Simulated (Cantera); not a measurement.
Input (Python, Cantera):

```python
import numpy as np
import cantera as ct

gas = ct.Solution("gri30.yaml")
gas.TPX = 925, 1333, {'H2': 0.28, 'O2': 1}
reactor = ct.IdealGasConstPressureReactor(gas, energy="off", clone=False)
net = ct.ReactorNet([reactor])
net.rtol, net.atol = 1e-08, 1e-18
show = ['H2', 'O2', 'H2O2', 'H', 'HO2', 'H2O', 'OH']
times = np.geomspace(0.0005, 30, 11)

steps = ct.SolutionArray(gas, extra=["t"])
rows = []
print(f"{'t/s':>10s}{'T/K':>9s}{'P/Pa':>11s}" + "".join(f"{s:>11s}" for s in show))
for t in times:
    while net.time < t:
        t_next = net.step()
        steps.append(gas.state, t=t_next)
    rows.append([np.interp(t, steps.t, y) for y in (steps.T, steps.P, *steps(*show).X.T)])
    print(f"{t:10.3e}{rows[-1][0]:9.1f}{rows[-1][1]:11.4g}" + "".join(f"{x:11.3e}" for x in rows[-1][2:]))
rate = np.gradient(steps.T, steps.t)
print("integrator steps:", len(steps.t))
if steps.T.max() > steps.T[0] + 200:
    print(f"time of steepest temperature rise: {steps.t[rate.argmax()]:.4e} s")
gas.TPX = 925, 1333, {'H2': 0.28, 'O2': 1}
gas.equilibrate("TP")
print(f"equilibrium (TP): T = {gas.T:.1f} K  " + "  ".join(f"{s} {gas[s].X[0]:.3e}" for s in show))
```

Output:

```
       t/s      T/K       P/Pa         H2         O2       H2O2          H        HO2        H2O         OH
 5.000e-04    925.0       1333  2.187e-01  7.812e-01  1.921e-14  1.602e-10  9.366e-11  1.319e-10  1.983e-11
 1.502e-03    925.0       1333  2.187e-01  7.812e-01  2.154e-13  6.130e-09  4.770e-10  8.569e-09  8.074e-10
 4.514e-03    925.0       1333  2.183e-01  7.810e-01  2.191e-09  2.239e-04  4.719e-06  3.260e-04  2.990e-05
 1.356e-02    925.0       1333  6.094e-03  7.442e-01  6.611e-07  1.090e-02  2.191e-05  2.291e-01  2.348e-03
 4.076e-02    925.0       1333  4.990e-04  7.540e-01  4.401e-07  6.718e-05  8.799e-06  2.448e-01  2.863e-04
 1.225e-01    925.0       1333  7.247e-05  7.543e-01  2.160e-07  2.405e-06  2.185e-06  2.455e-01  8.969e-05
 3.680e-01    925.0       1333  8.957e-06  7.544e-01  8.912e-08  1.357e-07  4.221e-07  2.456e-01  3.570e-05
 1.106e+00    925.0       1333  8.129e-07  7.544e-01  3.439e-08  9.232e-09  7.673e-08  2.456e-01  1.508e-05
 3.323e+00    925.0       1333  7.145e-08  7.544e-01  1.333e-08  8.884e-10  1.691e-08  2.456e-01  7.002e-06
 9.984e+00    925.0       1333  1.222e-08  7.544e-01  5.370e-09  1.185e-10  4.635e-09  2.456e-01  3.579e-06
 3.000e+01    925.0       1333  3.173e-09  7.544e-01  2.157e-09  1.868e-11  1.434e-09  2.456e-01  1.931e-06
integrator steps: 1823
equilibrium (TP): T = 925.0 K  H2 1.926e-11  O2 7.544e-01  H2O2 2.460e-11  H 9.964e-15  HO2 3.538e-10  H2O 2.456e-01  OH 1.502e-07
```

Model: GRI-Mech 3.0 (53 species, 325 reactions), integrated in Cantera. Radical loss at walls, strong at low pressure, is not modelled. Below about 950 K walls govern HO2 and H2O2 in real vessels. The temperature is held fixed by assumption; the heat of reaction is taken as removed at once.
